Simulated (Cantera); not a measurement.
What does this Cantera script print?

```python
import numpy as np
import cantera as ct

gas = ct.Solution("gri30.yaml", transport_model="multicomponent")
show = ['CO2', 'H', 'CH3']

rows = []
print(f"{'T/K':>7s}{'rho':>11s}{'cp':>10s}{'mu':>11s}{'lambda':>11s}{'Pr':>7s}" + "".join(f"{'D_' + s:>11s}" for s in show))
for T in [400, 550, 700, 850, 1000, 1150, 1300, 1450, 1600]:
    gas.TPX = T, 16, {'C2H4': 0.86, 'C2H6': 0.26, 'N2': 0.089}
    Pr = gas.cp_mass * gas.viscosity / gas.thermal_conductivity
    D = [gas.mix_diff_coeffs_mole[gas.species_index(s)] for s in show]
    rows.append([gas.density, gas.cp_mass, gas.viscosity, gas.thermal_conductivity, Pr, *D])
    print(f"{T:7g}{gas.density:11.4e}{gas.cp_mass:10.1f}{gas.viscosity:11.4e}"
          f"{gas.thermal_conductivity:11.4e}{Pr:7.3f}" + "".join(f"{d:11.4e}" for d in D))
print("SI units: kg/m3, J/kg/K, Pa s, W/m/K, m2/s")
```

Output:

```
    T/K        rho        cp         mu     lambda     Pr      D_CO2        D_H      D_CH3
    400 1.3704e-04    1882.3 1.3585e-05 3.3876e-02  0.755 1.2785e-01 9.7446e-01 1.8492e-01
    550 9.9663e-05    2376.8 1.7953e-05 5.6337e-02  0.757 2.3109e-01 1.7322e+00 3.2865e-01
    700 7.8307e-05    2781.4 2.1831e-05 8.0085e-02  0.758 3.5700e-01 2.6480e+00 5.0231e-01
    850 6.4488e-05    3084.0 2.5346e-05 1.0312e-01  0.758 5.0314e-01 3.7059e+00 7.0293e-01
   1000 5.4815e-05    3360.8 2.8581e-05 1.2679e-01  0.758 6.6779e-01 4.8949e+00 9.2841e-01
   1150 4.7665e-05    3573.8 3.1595e-05 1.4918e-01  0.757 8.4967e-01 6.2067e+00 1.1772e+00
   1300 4.2165e-05    3750.9 3.4431e-05 1.7080e-01  0.756 1.0478e+00 7.6347e+00 1.4480e+00
   1450 3.7803e-05    3897.4 3.7120e-05 1.9154e-01  0.755 1.2614e+00 9.1738e+00 1.7398e+00
   1600 3.4259e-05    4018.1 3.9687e-05 2.1135e-01  0.755 1.4898e+00 1.0820e+01 2.0519e+00
SI units: kg/m3, J/kg/K, Pa s, W/m/K, m2/s
```

Detailed kinetics in Cantera: GRI-Mech 3.0 (53 species, 325 reactions). The composition is frozen, though it would react at the higher temperatures.
